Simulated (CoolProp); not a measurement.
Vapour-liquid equilibrium of carbon dioxide (1) + dimethyl ether (2) at 239.6 K; x and y are mole fractions of (1).

The numbers come from the multi-fluid Helmholtz-energy mixture model, Span 1996 and Wu 2011; pair parameters Bell 2016 in CoolProp.

```json
[
 {"x": "0.05", "bubble pressure, mixture model (kPa)": "105.8", "bubble pressure, Raoult's law (kPa)": "127.9", "y, mixture model": "0.381", "y, Raoult's law": "0.494"},
 {"x": "0.125", "bubble pressure, mixture model (kPa)": "167.5", "bubble pressure, Raoult's law (kPa)": "217.7", "y, mixture model": "0.634", "y, Raoult's law": "0.726"},
 {"x": "0.2", "bubble pressure, mixture model (kPa)": "235.5", "bubble pressure, Raoult's law (kPa)": "307.4", "y, mixture model": "0.759", "y, Raoult's law": "0.823"},
 {"x": "0.275", "bubble pressure, mixture model (kPa)": "309.8", "bubble pressure, Raoult's law (kPa)": "397.2", "y, mixture model": "0.832", "y, Raoult's law": "0.876"},
 {"x": "0.35", "bubble pressure, mixture model (kPa)": "390.3", "bubble pressure, Raoult's law (kPa)": "486.9", "y, mixture model": "0.880", "y, Raoult's law": "0.909"},
 {"x": "0.425", "bubble pressure, mixture model (kPa)": "476.9", "bubble pressure, Raoult's law (kPa)": "576.7", "y, mixture model": "0.912", "y, Raoult's law": "0.932"},
 {"x": "0.5", "bubble pressure, mixture model (kPa)": "569.1", "bubble pressure, Raoult's law (kPa)": "666.5", "y, mixture model": "0.936", "y, Raoult's law": "0.949"},
 {"x": "0.575", "bubble pressure, mixture model (kPa)": "666.2", "bubble pressure, Raoult's law (kPa)": "756.2", "y, mixture model": "0.953", "y, Raoult's law": "0.962"},
 {"x": "0.65", "bubble pressure, mixture model (kPa)": "767.4", "bubble pressure, Raoult's law (kPa)": "846.0", "y, mixture model": "0.966", "y, Raoult's law": "0.972"},
 {"x": "0.725", "bubble pressure, mixture model (kPa)": "871.6", "bubble pressure, Raoult's law (kPa)": "935.7", "y, mixture model": "0.977", "y, Raoult's law": "0.980"},
 {"x": "0.8", "bubble pressure, mixture model (kPa)": "977.9", "bubble pressure, Raoult's law (kPa)": "1025", "y, mixture model": "0.985", "y, Raoult's law": "0.987"},
 {"x": "0.875", "bubble pressure, mixture model (kPa)": "1085", "bubble pressure, Raoult's law (kPa)": "1115", "y, mixture model": "0.991", "y, Raoult's law": "0.992"},
 {"x": "0.95", "bubble pressure, mixture model (kPa)": "1193", "bubble pressure, Raoult's law (kPa)": "1205", "y, mixture model": "0.997", "y, Raoult's law": "0.997"}
]
```

The largest gap from Raoult's law is -23.4 % in bubble pressure, at x = 0.2. No azeotrope shows between x = 0.05 and 0.95.

The pair parameters rest on a limited set of measurements; away from them the model extrapolates.
